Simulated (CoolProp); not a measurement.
Model: reference Helmholtz-energy equation of state, Thol 2018, in CoolProp.

Problem. Give the vapour pressure (kPa), liquid density (kg/m³), vapour density (kg/m³), enthalpy of vaporisation (kJ/kg) of saturated hydrogen chloride at -2.75, 0.05, 5.75 °C.

Solution. 
| T (°C) | p (kPa) | liquid density (kg/m³) | vapour density (kg/m³) | enthalpy of vaporisation (kJ/kg) |
|---|---|---|---|---|
| -2.75 | 2410 | 939 | 51.5 | 318 |
| 0.05 | 2590 | 928 | 55.8 | 311 |
| 5.75 | 3000 | 904 | 65.6 | 297 |
